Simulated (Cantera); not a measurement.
Feed: 1 mol Nb2O5, a varied amount of H2, at 41.0 Pa.

Equilibrium computed with Cantera from the NASA thermochemical tables; the gas is ideal and each condensed phase is pure. Candidate condensed phases: H2O, Nb, NbO, NbO2, Nb2O5; 12 gas species. Mutual solubility and eutectic melting of coexisting phases are not modelled. NbO: taken at fixed stoichiometry. Condensed phases not in the tables: the oxides between NbO2 and Nb2O5, N, O or C dissolved in the metal. Equilibrium is a limit: real reactors are often held back by kinetics, nucleation or transport.

**Question.** What condenses at these points (T in K, n(H2) in mol): (1748, 2000); (1923, 2400); (1998, 1300); (1998, 2600); (1823, 700); (1873, 270); (1998, 2000)?

**Answer.** 
```csv
T (K),n(H2) in mol,condensed phases,Nb condensed (%)
1748,2000,NbO,97.2
1923,2400,Nb + NbO,52.1
1998,1300,Nb,6.7
1998,2600,Nb,15.0
1823,700,NbO,90.6
1873,270,NbO + NbO2,84.5
1998,2000,Nb,11.8
```
